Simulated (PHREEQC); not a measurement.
1 kg of water holding 0.0016 mol/kgw CaSO4, 0.0076 mol/kgw KCl, 0.0068 mol/kgw NaCl and 0.49 mol/kgw NaBr is evaporated at 25 °C; the solids stay in contact with the brine. The system is closed to CO2. Solids allowed: Arcanite, Glaserite, Glauberite, Gypsum, Anhydrite, Halite, Mirabilite, Misenite, Portlandite, Sylvite, Syngenite, Thenardite. Others were left out.

Equilibrium calculation in PHREEQC: Pitzer model, pitzer.dat.

```tsv
water left (kg)	ionic strength	water activity	Cl in solution (mol/kgw)	Na in solution (mol/kgw)	K in solution (mol/kgw)
1	0.511	0.983	0.0144	0.497	0.00760
0.8219	0.621	0.979	0.0175	0.604	0.00925
0.6755	0.756	0.975	0.0213	0.735	0.0113
0.5552	0.920	0.969	0.0259	0.895	0.0137
0.4563	1.12	0.962	0.0316	1.09	0.0167
0.375	1.36	0.954	0.0384	1.32	0.0203
0.3082	1.66	0.943	0.0467	1.61	0.0247
0.2533	2.02	0.929	0.0568	1.96	0.0300
0.2082	2.45	0.912	0.0692	2.39	0.0365
0.1711	2.98	0.889	0.0841	2.90	0.0444
0.1407	3.63	0.861	0.102	3.53	0.0540
```

Species that the database lacks are ignored.
